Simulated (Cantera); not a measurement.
# Hydrogen reduction and annealing atmospheres: FeS + H₂ + N₂

A closed system holds: 1 mol FeS, 450 mol H₂, 4.8 mol N₂, at 5.00 mbar.

These are equilibrium values from Cantera (NASA tables, ideal gas, pure condensed phases), not measurements of a reactor. Candidate condensed phases: Fe, FeS, FeS₂, S; 16 gas species. Mutual solubility and eutectic melting of coexisting phases are not modelled. FeS: taken at fixed stoichiometry. Gases not in the tables: S₃ to S₇. Rates play no part.

```tsv
T (°C)	log p H₂	log p N₂	log p H	log p H₂S	log p Fe	log p SH	log p S₂	log p S	n Fe(α)	n FeS(s)	n Fe(γ)	n Fe(δ)
700	-2.31	-4.28	-10.12	-5.36	<-14	-9.66	-10.63	-13.79	0.398	0.602	0	0
800	-2.31	-4.28	-9.01	-5.03	-12.38	-8.51	-9.07	-11.93	0.852	0.148	0	0
900	-2.31	-4.28	-8.08	-4.96	-10.71	-7.76	-8.18	-10.59	1.000	0	0	0
1000	-2.31	-4.28	-7.30	-4.96	-9.30	-7.18	-7.56	-9.52	0	0	1.000	0
1100	-2.31	-4.28	-6.63	-4.97	-8.11	-6.70	-7.04	-8.61	0	0	0.999	0
1200	-2.31	-4.28	-6.05	-5.00	-7.08	-6.30	-6.62	-7.84	0	0	0.992	0
1300	-2.31	-4.28	-5.54	-5.05	-6.18	-5.98	-6.31	-7.20	0	0	0.940	0
1400	-2.31	-4.28	-5.10	-5.13	-5.40	-5.74	-6.12	-6.67	0	0	0	0.634
1500	-2.31	-4.28	-4.70	-5.25	-4.96	-5.56	-6.02	-6.24	0	0	0	0
```
log p: log10 of the partial pressure in bar; n: condensed amount in mol.

From 700 °C to 800 °C the condensed part is Fe(α) + FeS(s). At 900 °C the condensed part is Fe(α). From 1000 °C to 1300 °C the condensed part is Fe(γ). At 1400 °C the condensed part is Fe(δ). At 1500 °C nothing is condensed.
